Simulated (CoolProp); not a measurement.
Vapour-liquid equilibrium of C2F6 (R116) (1) + propylene (2) at 261.9 K; x and y are mole fractions of (1).

Model: multi-fluid Helmholtz-energy mixture model, Lemmon 2006 and Lemmon 2013; pair parameters Bell 2016, in CoolProp.

```
x      bubble pressure, mixture model (bar)  bubble pressure, Raoult's law (bar)  y, mixture model  y, Raoult's law
-----  ------------------------------------  -----------------------------------  ----------------  ---------------
0.05                                  6.606                                4.583                 …            0.148
0.125                                 9.086                                5.290                 …            0.320
0.2                                   10.53                                5.998             0.613            0.452
0.275                                     …                                6.705             0.648            0.555
0.35                                  11.91                                7.413             0.670            0.640
0.425                                 12.30                                8.120             0.688            0.709
0.5                                   12.63                                8.828             0.705            0.767
0.575                                 12.94                                9.535             0.725            0.817
0.65                                  13.24                                10.24                 …            0.860
0.725                                 13.51                                10.95                 …            0.897
0.8                                   13.71                                11.66                 …            0.929
0.875                                 13.80                                12.37             0.876            0.958
0.95                                      …                                13.07             0.944            0.984
```

Problem. Complete the blanks.

Solution. 
- 0.05, y, mixture model: 0.371
- 0.125, y, mixture model: 0.545
- 0.275, bubble pressure, mixture model (bar): 11.38
- 0.65, y, mixture model: 0.751
- 0.725, y, mixture model: 0.783
- 0.8, y, mixture model: 0.824
- 0.95, bubble pressure, mixture model (bar): 13.72

The largest gap from Raoult's law is +75.6 % in bubble pressure, at x = 0.2. y crosses x between x = 0.875 and 0.95: the model has an azeotrope there.

Pair parameters are fitted to limited data, so mixtures are less certain than the pure fluids. With so large a gap from Raoult's law the liquid may split in two, which this calculation doesn't test in full.
